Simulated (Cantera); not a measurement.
A closed system holds: 1 mol CH3Cl, 7.6 mol H2, 0.13 mol CH4, held at 0.0100 bar.

Cantera equilibrium calculation (NASA polynomials, part measured and part estimated; ideal gas, pure solids and liquids). Candidate condensed phases: C, C6H6, C7H8, C8H18; 91 gas species. Kinetics and transport are ignored. All values below are at 1775 K.

Base state: H2 0.896, HCl 0.101, H 0.00274, Cl 0.000237, C2H2 (acetylene) 0.000128 (mole fractions); condensed: C(graphite).

Task: What changes in the equilibrium state with this change: pressure from 0.0100 bar to 0.0830 bar?

Result: 
| species | before | after |
|---|---|---|
| H2 | 0.896 | 0.897 |
| HCl | 0.101 | 0.101 |
| H | 0.00274 | 0.000952 |
| CH4 | 6.72e-6 | 5.60e-5 |
| Cl | 0.000237 | 8.25e-5 |
| C2H2 (acetylene) | 0.000128 | 0.000128 |
| C(graphite), mol | 1.13 | 1.13 |
